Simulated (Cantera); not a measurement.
# Adiabatic ignition

An adiabatic, constant-pressure homogeneous reactor starts with 2.06 % C₃H₈, 17.2 % O₂, 80.8 % N₂, at 1625 K and 7500 Torr.

Model: GRI-Mech 3.0 (53 species, 325 reactions), integrated in Cantera. GRI-Mech 3.0 was tuned for natural gas; its chemistry of propane as a main component is partial and can be far from experiment.

```
t (s)     T (K)  x C₃H₈    x O₂      x H₂    x N₂O     x CO₂    x CH₂    x HCO
--------  -----  ------  ------  --------  -------  --------  -------  -------
4.00e-6    1634  0.0109   0.164   0.00313  1.29e-8  0.000137  1.65e-6  6.52e-6
1.23e-5    2436  <1e-12  0.0702   0.00289  2.50e-6    0.0427   <1e-12  4.32e-8
3.80e-5    2601  <1e-12  0.0667  0.000960  2.48e-6    0.0554   <1e-12  2.34e-9
0.000117   2605  <1e-12  0.0663  0.000906  2.43e-6    0.0559   <1e-12  1.99e-9
0.000360   2602  <1e-12  0.0654  0.000899  2.42e-6    0.0559   <1e-12  1.95e-9
0.00111    2594  <1e-12  0.0633  0.000885  2.41e-6    0.0560   <1e-12  1.86e-9
0.00342    2585  <1e-12  0.0607  0.000867  2.45e-6    0.0561   <1e-12  1.75e-9
0.0105     2582  <1e-12  0.0599  0.000862  2.46e-6    0.0562   <1e-12  1.72e-9
0.0325     2582  <1e-12  0.0599  0.000862  2.46e-6    0.0562   <1e-12  1.72e-9
0.100      2582  <1e-12  0.0599  0.000862  2.46e-6    0.0562   <1e-12  1.72e-9
```
x: mole fraction; the columns are a selection and need not sum to one.

```yaml
time_of_steepest_temperature_rise: 7.35 µs
temperature at 0.100 s: 2582 K
equilibrium_temperature: 2582 K
x(C₃H₈) at 0.100 s: <1e-12 (gas-phase equilibrium <1e-12)
x(O₂) at 0.100 s: 0.0599 (gas-phase equilibrium 0.0599)
x(H₂) at 0.100 s: 0.000862 (gas-phase equilibrium 0.000862)
```
